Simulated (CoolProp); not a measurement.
A single-stage vapour-compression cycle with n-butane: evaporating at 229.15 K (dew point), condensing at 280.15 K (bubble point), superheat 10 K, subcooling 8 K, compressor efficiency 0.85, no pressure losses. Each further row changes one setting.

Model: reference Helmholtz-energy equation of state, Bücker 2006, in CoolProp.

```json
[
 {"case": "as stated", "cooling COP": "3.36", "pressure ratio": "9.93", "discharge temperature (K)": "305.7", "refrigerating effect (kJ/kg)": "340", "volumetric capacity (kJ/m³)": "135"},
 {"case": "evaporating temperature 234.15 K", "cooling COP": "3.88", "pressure ratio": "7.53", "discharge temperature (K)": "303.1", "refrigerating effect (kJ/kg)": "348", "volumetric capacity (kJ/m³)": "178"},
 {"case": "condensing temperature 275.15 K", "cooling COP": "3.80", "pressure ratio": "8.28", "discharge temperature (K)": "300.2", "refrigerating effect (kJ/kg)": "352", "volumetric capacity (kJ/m³)": "139"},
 {"case": "subcooling 13 K", "cooling COP": "3.48", "pressure ratio": "9.93", "discharge temperature (K)": "305.7", "refrigerating effect (kJ/kg)": "352", "volumetric capacity (kJ/m³)": "139"},
 {"case": "superheat 20 K", "cooling COP": "3.37", "pressure ratio": "9.93", "discharge temperature (K)": "316.3", "refrigerating effect (kJ/kg)": "355", "volumetric capacity (kJ/m³)": "135"},
 {"case": "compressor efficiency 0.75", "cooling COP": "2.97", "pressure ratio": "9.93", "discharge temperature (K)": "313.3", "refrigerating effect (kJ/kg)": "340", "volumetric capacity (kJ/m³)": "135"}
]
```
